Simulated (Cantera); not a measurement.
## NO annealing gas

An isothermal, constant-pressure homogeneous reactor starts with 85.5 % NO, 14.5 % N2, at 1648 K and 0.250 bar.

Cantera simulation using GRI-Mech 3.0 (53 species, 325 reactions); the numbers are that mechanism's predictions, not measurements.

```tsv
t (s)	x NO	x N2O	x O	x NO2	x N2	x O2
6.00e-5	0.855	5.72e-7	4.46e-7	1.27e-7	0.145	6.08e-10
0.000200	0.855	1.90e-6	9.09e-7	1.00e-6	0.145	5.21e-9
0.000664	0.855	6.27e-6	1.16e-6	5.22e-6	0.145	3.83e-8
0.00221	0.855	2.03e-5	1.43e-6	2.00e-5	0.145	3.22e-7
0.00735	0.855	6.17e-5	2.25e-6	6.91e-5	0.145	4.14e-6
0.0245	0.854	0.000155	3.91e-6	0.000183	0.145	6.47e-5
0.0814	0.853	0.000250	4.96e-6	0.000253	0.146	0.000533
0.271	0.849	0.000261	5.52e-6	0.000287	0.148	0.00233
0.902	0.837	0.000253	6.84e-6	0.000369	0.154	0.00827
3.00	0.800	0.000228	9.86e-6	0.000539	0.173	0.0271
```
x: mole fraction; the columns are a selection and need not sum to one.

Equilibrium at this temperature and pressure: NO 0.00288, N2O 7.24e-8, O 3.33e-5, NO2 7.27e-6, N2 0.571, O2 0.426 (gas phase only).
